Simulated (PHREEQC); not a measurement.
Synthetic water in mmol/kgw, 25 °C, pH 3.76, pe 11.3:

```csv
constituent,mmol/kgw
Na,13.9
K,0.171
Ca,14.2
Mg,2.1
Cl,12.1
S(6),17.3
Li,0.193
Zn,0.42
Si,0.751
Mn(2),0.191
O(0) (counted as O atoms),0.0484
```

Cl is adjusted to close the charge balance.
Valence states are taken as typed.

Computed with PHREEQC (ion-association model, phreeqc.dat).

Precipitation was switched off in this run.

Problem. Order these Mn species by the share of Mn that they hold, largest first: MnCl+, MnSO4, Mn+2.

Solution. Mn+2 (70 %), MnSO4 (29 %), MnCl+ (1.8 %)

The pH is 3.76 and the ionic strength 0.0616 mol/kgw. Examples of supersaturated solids here: Quartz (slow to form), Chalcedony (slow to form). Others may be too. Complexes and solids missing from the database can't appear.
